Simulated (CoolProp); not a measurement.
Vapour-liquid equilibrium of dimethyl ether (1) + n-hexane (2) at 65.35 °C; x and y are mole fractions of (1).

Values from CoolProp's multi-fluid Helmholtz-energy mixture model, Wu 2011 and Thol 2019; pair parameters Bell 2016.

```json
[
 {"x": "0.05", "bubble pressure, mixture model (MPa)": "0.1776", "bubble pressure, Raoult's law (MPa)": "0.1681", "y, mixture model": "0.494", "y, Raoult's law": "0.486"},
 {"x": "0.2", "bubble pressure, mixture model (MPa)": "0.4333", "bubble pressure, Raoult's law (MPa)": "0.3994", "y, mixture model": "0.807", "y, Raoult's law": "0.818"},
 {"x": "0.35", "bubble pressure, mixture model (MPa)": "0.6691", "bubble pressure, Raoult's law (MPa)": "0.6307", "y, mixture model": "…", "y, Raoult's law": "0.906"},
 {"x": "0.5", "bubble pressure, mixture model (MPa)": "…", "bubble pressure, Raoult's law (MPa)": "0.8620", "y, mixture model": "0.924", "y, Raoult's law": "0.947"},
 {"x": "0.65", "bubble pressure, mixture model (MPa)": "1.086", "bubble pressure, Raoult's law (MPa)": "1.093", "y, mixture model": "0.949", "y, Raoult's law": "0.971"},
 {"x": "0.8", "bubble pressure, mixture model (MPa)": "1.298", "bubble pressure, Raoult's law (MPa)": "1.325", "y, mixture model": "…", "y, Raoult's law": "0.986"},
 {"x": "0.95", "bubble pressure, mixture model (MPa)": "1.541", "bubble pressure, Raoult's law (MPa)": "1.556", "y, mixture model": "…", "y, Raoult's law": "0.997"}
]
```

Fill in the missing entries.


- 0.35, y, mixture model: 0.886
- 0.5, bubble pressure, mixture model (MPa): 0.8829
- 0.8, y, mixture model: 0.970
- 0.95, y, mixture model: 0.992

The largest gap from Raoult's law is +8.5 % in bubble pressure, at x = 0.2. No azeotrope shows between x = 0.05 and 0.95.

Pair parameters are fitted to limited data, so mixtures are less certain than the pure fluids. The gap from Raoult's law changes sign with composition, which may be real or a fault of the pair parameters; it wasn't checked against measurements.
